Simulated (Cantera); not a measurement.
Gas mixture: C2H6 = 0.15 (molar parts), at 640 Pa, frozen composition.

Cantera's kinetic-theory transport with the Lennard-Jones parameters of GRI-Mech 3.0, ideal gas; thermal conductivity in the multicomponent form. The composition is frozen, though it would react at the higher temperatures.

D: mixture-averaged diffusion coefficient of that species in the mixture.

```csv
T (K),ρ (kg/m³),cp (J/kg/K),μ (µPa s),λ (mW/m/K),Pr,D (cm²/s) NO,D (cm²/s) CO2,D (cm²/s) H2
400,0.00579,2167,12.3,35.5,0.752,38.9,?,149
650,0.00356,3147,18.6,77.7,0.753,91.4,?,341
900,0.00257,3837,23.8,122,0.752,159,?,589
1150,0.00201,4365,28.4,165,0.750,241,?,886
1400,0.00165,4736,32.6,206,0.748,335,?,1230
1650,0.00140,5004,36.4,244,0.747,441,?,1610
1900,0.00122,5196,40.0,279,0.745,557,?,2040
```

Q: Some entries are withheld; supply them.

A: 
- 400, D (cm²/s) CO2: 29.4
- 650, D (cm²/s) CO2: 71.9
- 900, D (cm²/s) CO2: 128
- 1150, D (cm²/s) CO2: 195
- 1400, D (cm²/s) CO2: 273
- 1650, D (cm²/s) CO2: 360
- 1900, D (cm²/s) CO2: 456
